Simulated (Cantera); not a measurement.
A perfectly stirred reactor is fed with 12.2 % CH3OH, 18.5 % O2, 69.3 % N2, equivalence ratio 0.99, at 5330 Torr; it is adiabatic with a 300 K inlet, and is followed from long to short residence time, starting on the burning branch (τ in s: 0.1, 0.048, 0.023, 0.011, 0.0053, 0.0026, 0.0012, 0.00059, 0.00028, 0.00014, 6.5e-05, 3.1e-05, 1.5e-05).

Model: GRI-Mech 3.0 (53 species, 325 reactions), integrated in Cantera. GRI-Mech 3.0 was tuned for natural gas; its chemistry of methanol as a main component is partial and can be far from experiment.

### Question
Predict: blow-out, bracketed by the residence times tried; x(CH3OH) at τ = 0.100 s; x(O2) at τ = 0.100 s; x(H2O) at τ = 0.100 s; x(CH3) at τ = 0.100 s; x(HCN) at τ = 0.100 s; x(CH3OH) at τ = 1.20 ms; x(O2) at τ = 1.20 ms; x(H2O) at τ = 1.20 ms; x(CH3) at τ = 1.20 ms; x(HCN) at τ = 1.20 ms.

### Answer
```
Quantity                                                                       Value
------------------------------------------------  ----------------------------------
blow-out, bracketed by the residence times tried  burning at 31.0 µs, out at 15.0 µs
x(CH3OH) at τ = 0.100 s                                                      2.97e-7
x(O2) at τ = 0.100 s                                                         0.00487
x(H2O) at τ = 0.100 s                                                          0.225
x(CH3) at τ = 0.100 s                                                        1.21e-7
x(HCN) at τ = 0.100 s                                                        4.49e-8
x(CH3OH) at τ = 1.20 ms                                                      1.30e-5
x(O2) at τ = 1.20 ms                                                         0.00971
x(H2O) at τ = 1.20 ms                                                          0.220
x(CH3) at τ = 1.20 ms                                                        1.62e-6
x(HCN) at τ = 1.20 ms                                                        9.28e-8
```
